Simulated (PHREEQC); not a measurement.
## Brine (model solution)

Consider water at 25 °C with 0.57 mol/kgw H2SO4 and 0.22 mol/kgw Na2SO4. Closed to the air; pH follows from the charge balance.

All values are PHREEQC results (Pitzer model, pitzer.dat), not measurements.

Each row changes one thing in this solution. Precipitation was switched off in this run.

```
case                                             pH  ionic strength (mol/kgw)  HSO4- (mol/kgw)  SO4-2 (mol/kgw)
--------------------------------------------  -----  ------------------------  ---------------  ---------------
as made                                        0.34                      1.21            0.579            0.211
temperature from 25 to 55 °C                   0.41                      1.02            0.677            0.113
Na2SO4 left out                                0.23                     0.825            0.443            0.127
H2SO4 from 0.57 to 1.14 mol/kgw               -0.14                      2.02             1.03            0.330
Na2SO4 from 0.22 to 0.022 mol/kgw              0.24                     0.861            0.458            0.134
H2SO4 from 0.57 to 0.627 mol/kgw               0.28                      1.29            0.626            0.221
Na2SO4 replaced by NaBr at the same molality   0.19                      1.06            0.435            0.135
diluted 10-fold with water                     1.31                     0.140           0.0484           0.0306
H2SO4 from 0.57 to 0.057 mol/kgw               1.67                     0.678           0.0763            0.201
```

Complexes and solids missing from the database can't appear. In brines, pH and single-ion activities rest on the MacInnes convention. Constants without temperature data keep their 25 °C values here.
